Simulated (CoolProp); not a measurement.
Properties of neopentane along the isotherm 550 K (Tc = 433.7 K, pc = 3.196 MPa, ω = 0.196).

Model: reference Helmholtz-energy equation of state, Lemmon 2006, in CoolProp. It is a short technical equation, of lower accuracy than the large ones.

```tsv
p (MPa)	phase	cp (kJ/(kg K))	cv (kJ/(kg K))	isothermal compressibility (1/MPa)	expansivity (1/kK)
0.00505	gas	2.786	2.670	198.1	1.820
0.00816	gas	2.786	2.670	122.6	1.821
0.0132	gas	2.786	2.670	75.81	1.822
0.0213	gas	2.786	2.671	47.00	1.825
0.0344	gas	2.787	2.671	29.12	1.829
0.0556	gas	2.788	2.671	18.03	1.835
0.0899	gas	2.789	2.671	11.17	1.846
0.145	gas	2.791	2.672	6.945	1.863
0.235	gas	2.794	2.673	4.304	1.891
0.379	gas	2.800	2.674	2.688	1.938
0.612	gas	2.810	2.676	1.684	2.017
0.989	gas	2.827	2.680	1.063	2.155
1.6	gas	2.858	2.686	0.6794	2.408
```
